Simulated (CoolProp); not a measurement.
Vapour-liquid equilibrium of carbon dioxide (1) + the fluoroketone C6F12O (FK-5-1-12) (2) at 273.2 K; x and y are mole fractions of (1).

Computed with CoolProp (multi-fluid Helmholtz-energy mixture model, Span 1996 and McLinden 2015; pair parameters Bell 2016).

```csv
x,bubble pressure (kPa),y at the bubble point,dew pressure at overall composition x (kPa),liquid density (mol/L)
0.05,99.61,0.877,13.16,5.558
0.15,394.4,0.970,14.71,?
0.25,799.3,0.985,16.67,6.797
0.35,1220,0.990,19.23,7.580
0.45,1583,0.992,22.71,8.514
0.55,1873,0.993,27.71,?
0.65,2123,?,?,11.06
0.75,2391,0.995,49.55,12.87
0.85,2739,0.997,81.96,?
0.95,3214,0.999,241.4,18.75
```

Fill in the missing entries.


- 0.15, liquid density (mol/L): 6.131
- 0.55, liquid density (mol/L): 9.647
- 0.65, y at the bubble point: 0.994
- 0.65, dew pressure at overall composition x (kPa): 35.53
- 0.85, liquid density (mol/L): 15.30

No azeotrope shows between x = 0.05 and 0.95.

Pair parameters are fitted to limited data, so mixtures are less certain than the pure fluids.
